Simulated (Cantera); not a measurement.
# Thermodynamics of hydrogen reduction and annealing atmospheres, feed Cu₂O + H₂ + H₂O

Feed: 1 mol Cu₂O, 8.3 mol H₂, 1.3 mol H₂O, equilibrated at 1600 Pa.

Method: chemical equilibrium by Gibbs-energy minimisation in Cantera with the NASA 1993 tables (ideal gas, pure condensed phases). Candidate condensed phases: Cu, CuO, Cu(OH)₂, Cu₂O, H₂O; 12 gas species. Kinetics and transport are ignored.

| T (K) | log p H₂ | log p H₂O | log p Cu | log p H | n Cu(l) |
|---|---|---|---|---|---|
| 1423 | -1.91 | -2.42 | -5.68 | -6.14 | 2.00 |
| 1473 | -1.92 | -2.42 | -5.29 | -5.86 | 2.00 |
| 1523 | -1.92 | -2.42 | -4.92 | -5.59 | 1.99 |
| 1573 | -1.92 | -2.42 | -4.58 | -5.35 | 1.98 |
| 1623 | -1.92 | -2.42 | -4.26 | -5.12 | 1.97 |
| 1673 | -1.92 | -2.42 | -3.95 | -4.90 | 1.93 |
| 1723 | -1.92 | -2.42 | -3.67 | -4.70 | 1.87 |
| 1773 | -1.93 | -2.43 | -3.40 | -4.51 | 1.76 |
log p: log10 of the partial pressure in bar; n: condensed amount in mol.

From 1423 K to 1773 K the condensed part is Cu(l). The main Cu-bearing gas is Cu throughout. The share of Cu in condensed phases is highest at 1423 K (99.9 %) and lowest at 1773 K (87.8 %).
